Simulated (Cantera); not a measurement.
What does this Cantera script print?

```python
import numpy as np
import cantera as ct

gas_names = """
    C CO CO2 C2 C2O C3 C3O2 C4 C5 Ca CaO Ca2 O O2 O3
""".split()
cond_names = """
    C(gr) Ca(a) Ca(b) Ca(L) CaCO3(caL) CaO(s) CaO(L)
""".split()


# ... load() reads the species with a 1 bar reference pressure and builds the phases ...
atoms = {
    'CaCO3': {'Ca': 1, 'C': 1, 'O': 3},
    'O2': {'O': 2},
}
top_T = {'C(gr)': 4500}  # K; cautious upper limits of use, not melting points


# ... equilibrate(T, P, feed) seeds the gas with the atoms and calls Mixture.equilibrate('TP', solver="vcs", rtol=1e-11, max_steps=5000) ...
results = []
feed = {'CaCO3': 1, 'O2': 0.48}  # mol
T = 1775  # K
for P in [10, 42, 180, 750, 3200, 13000, 56000, 240000, 1000000]:
    mix = equilibrate(T, P, feed)
    results.append((T, P, feed, dict(zip(mix.species_names, mix.species_moles))))
    x = sorted(zip(gas.X, gas.species_names), reverse=True)
    print(f"T = {T:g} K  P = {P:g} Pa  gas = {mix.phase_moles(0):.4g} mol")
    print("   x: " + "  ".join(f"{s} {v:.3e}" for v, s in x if v > 0.001))
    print("   condensed (mol): " + ("  ".join(f"{mix.phase(i).name} {mix.phase_moles(i):.4g}"
          for i in range(1, mix.n_phases) if mix.phase_moles(i) > 1e-12) or "none"))
```

Result:

```
T = 1775 K  P = 10 Pa  gas = 1.498 mol
   x: CO2 6.498e-01  O2 3.268e-01  CO 1.799e-02  O 5.472e-03
   condensed (mol): CaO(s) 1
T = 1775 K  P = 42 Pa  gas = 1.489 mol
   x: CO2 6.628e-01  O2 3.256e-01  CO 8.969e-03  O 2.665e-03
   condensed (mol): CaO(s) 1
T = 1775 K  P = 180 Pa  gas = 1.484 mol
   x: CO2 6.694e-01  O2 3.250e-01  CO 4.380e-03  O 1.286e-03
   condensed (mol): CaO(s) 1
T = 1775 K  P = 750 Pa  gas = 1.482 mol
   x: CO2 6.726e-01  O2 3.246e-01  CO 2.157e-03
   condensed (mol): CaO(s) 1
T = 1775 K  P = 3200 Pa  gas = 1.481 mol
   x: CO2 6.742e-01  O2 3.245e-01  CO 1.047e-03
   condensed (mol): CaO(s) 1
T = 1775 K  P = 13000 Pa  gas = 1.48 mol
   x: CO2 6.749e-01  O2 3.244e-01
   condensed (mol): CaO(s) 1
T = 1775 K  P = 56000 Pa  gas = 1.48 mol
   x: CO2 6.753e-01  O2 3.244e-01
   condensed (mol): CaO(s) 1
T = 1775 K  P = 240000 Pa  gas = 1.48 mol
   x: CO2 6.755e-01  O2 3.243e-01
   condensed (mol): CaO(s) 1
T = 1775 K  P = 1e+06 Pa  gas = 1.48 mol
   x: CO2 6.756e-01  O2 3.243e-01
   condensed (mol): CaO(s) 1
```

Cantera equilibrium calculation (NASA polynomials, part measured and part estimated; ideal gas, pure solids and liquids).
